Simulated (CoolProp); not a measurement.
A closed Brayton cycle with dry air: compressor inlet 328.15 K and 5.8 MPa, high pressure 17.4 MPa, turbine inlet 705 K, compressor efficiency 0.85, turbine efficiency 0.85, recuperator effectiveness 0.9 (on enthalpy, no pinch check). Each further row changes one setting.

Values from CoolProp's reference Helmholtz-energy equation of state, Lemmon 2000. It is a pseudo-pure fit of the blend.

```json
[
 {"case": "as stated", "thermal efficiency (%)": "[?]", "net work (kJ/kg)": "22.3", "compressor to turbine work": "0.87", "compressor exit (K)": "471.5", "turbine exit (K)": "549.5"},
 {"case": "turbine inlet 655 K", "thermal efficiency (%)": "6.0", "net work (kJ/kg)": "[?]", "compressor to turbine work": "0.94", "compressor exit (K)": "471.5", "turbine exit (K)": "[?]"},
 {"case": "compressor inlet 338.15 K", "thermal efficiency (%)": "9.7", "net work (kJ/kg)": "17.5", "compressor to turbine work": "0.90", "compressor exit (K)": "485.6", "turbine exit (K)": "549.5"},
 {"case": "high pressure 14.8 MPa", "thermal efficiency (%)": "15.3", "net work (kJ/kg)": "[?]", "compressor to turbine work": "0.83", "compressor exit (K)": "447.6", "turbine exit (K)": "569.9"},
 {"case": "recuperator effectiveness 0.5", "thermal efficiency (%)": "10.3", "net work (kJ/kg)": "22.3", "compressor to turbine work": "0.87", "compressor exit (K)": "471.5", "turbine exit (K)": "549.5"}
]
```

### Question
Complete the blanks.

### Answer

- as stated, thermal efficiency (%): 12.2
- turbine inlet 655 K, net work (kJ/kg): 9.96
- turbine inlet 655 K, turbine exit (K): 508.9
- high pressure 14.8 MPa, net work (kJ/kg): 25.3
